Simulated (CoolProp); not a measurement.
Saturation properties of ammonia (Tc = 132.4 °C, pc = 11.36 MPa, ω = 0.256).

Values from CoolProp's reference Helmholtz-energy equation of state, Gao 2020.

| T (°C) | p (MPa) | liquid viscosity (µPa s) | vapour viscosity (µPa s) |
|---|---|---|---|
| 20.45 | 0.8694 | 138 | 9.69 |
| 23.95 | 0.9706 | 133 | 9.80 |
| 27.45 | 1.081 | 129 | 9.91 |
| 30.95 | 1.200 | 124 | 10.0 |
| 34.45 | 1.329 | 120 | 10.1 |
| 37.95 | 1.468 | 116 | 10.3 |
| 41.45 | 1.618 | 113 | 10.4 |
| 44.95 | 1.779 | 109 | 10.5 |
| 48.45 | 1.952 | 105 | 10.6 |
| 51.95 | 2.138 | 102 | 10.7 |
| 55.45 | 2.336 | 98.7 | 10.9 |

It boils at -33.3 °C under 1 atm.

Viscosity comes from a separate model (Fenghour 1995).
